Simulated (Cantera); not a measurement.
**Ignition delay**

Mixture: CH₄ : C₂H₆ : O₂ : N₂ : H₂O = 1 : 0.085 : 1.21 : 4.55 : 0.21 (molar parts), equivalence ratio 1.9, at 3300000 Pa, adiabatic and at constant volume. Ignition delay is the time to a rise of 400 K.

Model: GRI-Mech 3.0 (53 species, 325 reactions), integrated in Cantera. The pressure lies above the range GRI-Mech 3.0 was tuned for (to about 10 atm).

| T0 (K) | delay (ms) |
|---|---|
| 1175 | 0.481 |
| 1275 | 0.169 |
| 1375 | 0.0706 |
| 1475 | 0.0318 |
| 1575 | 0.0148 |
| 1675 | 0.00716 |
| 1775 | 0.00363 |

- apparent activation energy between 1575 and 1775 K = 160 kJ/mol
